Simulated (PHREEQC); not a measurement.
PHREEQC input (Pitzer model, pitzer.dat):

```
SOLUTION 1
  temp 30
  units mol/kgw
  pH 7 charge
  Cl 0.0248
  Ca 0.0054
  K 0.014
END
USE solution 1
INCREMENTAL_REACTIONS false
REACTION 1
  H2O -1
  0 9.886 18.011 24.689 30.178 34.689 38.397 41.444
  43.949 46.007 47.699 49.089 50.232 51.172 51.944 52.578
  53.1 53.528 53.88 54.17 54.408 54.603 54.764 54.896
  55.005 55.094 55.168 55.228 moles
EQUILIBRIUM_PHASES 1
  Portlandite 0 0
  Sylvite 0 0
SELECTED_OUTPUT 1
  -reset false
  -pH true
  -pe true
  -ionic_strength true
  -water true
  -activities H2O
  -totals Ca Cl K
  -molalities H+ K+ Ca+2 Cl- OH-
  -equilibrium_phases Portlandite Sylvite
PRINT
  -reset false
END
```

Selected output (columns that matter, 20 of 28 rows; water left (kg) added in front):

```
water left (kg)	pH	mu	Ca	Cl	K	m_H+	m_K+	m_Ca+2	m_Cl-	m_OH-	la_H2O
1	6.9077	0.0302	0.0054	0.0248	0.014	1.4503e-07	0.014	0.0054	0.0248	1.4503e-07	-0.00032237
0.821894	6.9061	0.036745	0.0065702	0.030174	0.017034	1.4721e-07	0.017034	0.0065702	0.030174	1.4721e-07	-0.00039037
0.555203	6.902	0.054395	0.0097262	0.044668	0.025216	1.5206e-07	0.025216	0.0097262	0.044668	1.5206e-07	-0.00057237
0.456313	6.8994	0.066183	0.011834	0.054349	0.030681	1.5473e-07	0.030681	0.011834	0.054349	1.5473e-07	-0.00069308
0.30824	6.8929	0.097976	0.017519	0.080457	0.045419	1.6059e-07	0.045419	0.017519	0.080457	1.6059e-07	-0.0010165
0.253345	6.8888	0.11921	0.021315	0.09789	0.055261	1.6378e-07	0.055261	0.021315	0.09789	1.6378e-07	-0.0012314
0.171138	6.8786	0.17647	0.031554	0.14491	0.081805	1.7065e-07	0.081805	0.031554	0.14491	1.7065e-07	-0.0018088
0.140655	6.8722	0.21471	0.038392	0.17632	0.099534	1.7432e-07	0.099534	0.038392	0.17632	1.7432e-07	-0.0021935
0.115613	6.8648	0.26122	0.046708	0.21451	0.12109	1.7812e-07	0.12109	0.046708	0.21451	1.7812e-07	-0.0026612
0.0780853	6.8462	0.38676	0.069155	0.3176	0.17929	1.8602e-07	0.17929	0.069155	0.3176	1.8602e-07	-0.0039256
0.0641769	6.8347	0.47058	0.084142	0.38643	0.21815	1.9003e-07	0.21815	0.084142	0.38643	1.9003e-07	-0.0047731
0.0433504	6.8057	0.69665	0.12457	0.57208	0.32295	1.9782e-07	0.32295	0.12457	0.57208	1.9782e-07	-0.0070782
0.0356396	6.7877	0.84737	0.15152	0.69586	0.39282	2.0139e-07	0.39282	0.15152	0.69586	2.0139e-07	-0.0086339
0.0292979	6.7667	1.0308	0.18431	0.84648	0.47785	2.0456e-07	0.47785	0.18431	0.84648	2.0456e-07	-0.01055
0.0197855	6.7137	1.5264	0.27293	1.2534	0.70759	2.0888e-07	0.70759	0.27293	1.2534	2.0888e-07	-0.015874
0.0162724	6.6804	1.8559	0.33185	1.5241	0.86035	2.0953e-07	0.86035	0.33185	1.5241	2.0953e-07	-0.019544
0.0109937	6.5947	2.747	0.49119	2.2558	1.2735	2.0635e-07	1.2735	0.49119	2.2558	2.0635e-07	-0.030045
0.00902992	6.5397	3.3444	0.59801	2.7464	1.5504	2.0197e-07	1.5504	0.59801	2.7464	2.0197e-07	-0.03757
0.00609331	6.3974	4.9562	0.88622	4.07	2.2976	1.8693e-07	2.2976	0.88622	4.07	1.8693e-07	-0.059754
0.00501235	6.3068	6.0251	1.0773	4.9478	2.7931	1.767e-07	2.7931	1.0773	4.9478	1.767e-07	-0.075819
```

Species that the database lacks are ignored.
